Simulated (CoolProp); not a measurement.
Vapour-liquid equilibrium of R22 (1) + dimethyl ether (2) at 341.5 K; x and y are mole fractions of (1).

The numbers come from the multi-fluid Helmholtz-energy mixture model, Kamei 1995 and Wu 2011; pair parameters Bell 2016 in CoolProp.

```csv
x,bubble pressure (MPa),y at the bubble point,dew pressure at overall composition x (MPa),liquid density (mol/L)
0.05,1.730,0.045,1.729,12.67
0.2,1.707,0.198,1.707,12.75
0.35,1.729,0.376,1.722,12.77
0.5,1.824,0.567,1.780,12.71
0.65,2.021,0.745,1.898,12.55
0.8,2.333,0.884,2.119,12.23
0.95,2.744,0.977,2.593,11.64
```

y crosses x between x = 0.2 and 0.35: the model has an azeotrope there.

Pair parameters are fitted to limited data, so mixtures are less certain than the pure fluids.
